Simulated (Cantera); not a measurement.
**Diamond growth**

A diamond (100) surface in a fixed gas of H2 with x(CH4) = 0.01, x(CH3) = 0.00064, at 925 K, 39.8 Torr; coverages are run to steady state.

Model: the Harris–Goodwin 1993 mechanism for the reconstructed diamond (100) surface, integrated in Cantera.

```json
[
 {"x(H)": "0.0001", "growth (µm/h)": "1.56", "θ c6HH": "0.152", "θ c6H*": "0.00242", "θ c6*H": "0.0623", "θ c6**": "0.000364", "θ c6HM": "0.615"},
 {"x(H)": "0.00021", "growth (µm/h)": "2.85", "θ c6HH": "0.219", "θ c6H*": "0.00371", "θ c6*H": "0.0956", "θ c6**": "0.000856", "θ c6HM": "0.535"},
 {"x(H)": "0.00046", "growth (µm/h)": "4.87", "θ c6HH": "0.318", "θ c6H*": "0.00561", "θ c6*H": "0.144", "θ c6**": "0.00176", "θ c6HM": "0.417"},
 {"x(H)": "0.00099", "growth (µm/h)": "7.19", "θ c6HH": "0.428", "θ c6H*": "0.00770", "θ c6*H": "0.198", "θ c6**": "0.00288", "θ c6HM": "0.285"},
 {"x(H)": "0.0021", "growth (µm/h)": "9.22", "θ c6HH": "0.523", "θ c6H*": "0.00951", "θ c6*H": "0.244", "θ c6**": "0.00389", "θ c6HM": "0.172"},
 {"x(H)": "0.0046", "growth (µm/h)": "10.7", "θ c6HH": "0.591", "θ c6H*": "0.0108", "θ c6*H": "0.277", "θ c6**": "0.00464", "θ c6HM": "0.0912"},
 {"x(H)": "0.0099", "growth (µm/h)": "11.5", "θ c6HH": "0.629", "θ c6H*": "0.0116", "θ c6*H": "0.296", "θ c6**": "0.00507", "θ c6HM": "0.0457"},
 {"x(H)": "0.021", "growth (µm/h)": "12.0", "θ c6HH": "0.649", "θ c6H*": "0.0121", "θ c6*H": "0.305", "θ c6**": "0.00530", "θ c6HM": "0.0223"},
 {"x(H)": "0.046", "growth (µm/h)": "12.2", "θ c6HH": "0.659", "θ c6H*": "0.0125", "θ c6*H": "0.310", "θ c6**": "0.00544", "θ c6HM": "0.0104"}
]
```
θ: site fractions in the mechanism's names (c6HH fully hydrogenated, c6H* and c6*H radical sites, c6** diradical, c6HM methylated).
